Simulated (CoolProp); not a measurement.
A single-stage vapour-compression cycle with ethylene: evaporating at 211.15 K (dew point), condensing at 260.15 K (bubble point), superheat 8 K, subcooling 5 K, compressor efficiency 0.85, no pressure losses. Each further row changes one setting.

Model: reference Helmholtz-energy equation of state, Smukala 2000, in CoolProp.

```json
[
 {"case": "as stated", "cooling COP": "2.59", "pressure ratio": "4.30", "discharge temperature (K)": "316.3", "refrigerating effect (kJ/kg)": "295", "volumetric capacity (kJ/m³)": "3590"},
 {"case": "evaporating temperature 216.15 K", "cooling COP": "3.02", "pressure ratio": "3.60", "discharge temperature (K)": "310.0", "refrigerating effect (kJ/kg)": "298", "volumetric capacity (kJ/m³)": "4310"},
 {"case": "condensing temperature 255.15 K", "cooling COP": "3.02", "pressure ratio": "3.79", "discharge temperature (K)": "___", "refrigerating effect (kJ/kg)": "312", "volumetric capacity (kJ/m³)": "___"},
 {"case": "subcooling 10 K", "cooling COP": "2.73", "pressure ratio": "4.30", "discharge temperature (K)": "316.3", "refrigerating effect (kJ/kg)": "312", "volumetric capacity (kJ/m³)": "3800"},
 {"case": "superheat 18 K", "cooling COP": "2.56", "pressure ratio": "4.30", "discharge temperature (K)": "___", "refrigerating effect (kJ/kg)": "311", "volumetric capacity (kJ/m³)": "3550"},
 {"case": "compressor efficiency 0.75", "cooling COP": "___", "pressure ratio": "4.30", "discharge temperature (K)": "324.1", "refrigerating effect (kJ/kg)": "295", "volumetric capacity (kJ/m³)": "3590"}
]
```

Question: Complete the blanks.

Answer: 
- condensing temperature 255.15 K, discharge temperature (K): 307.3
- condensing temperature 255.15 K, volumetric capacity (kJ/m³): 3790
- superheat 18 K, discharge temperature (K): 328.0
- compressor efficiency 0.75, cooling COP: 2.28
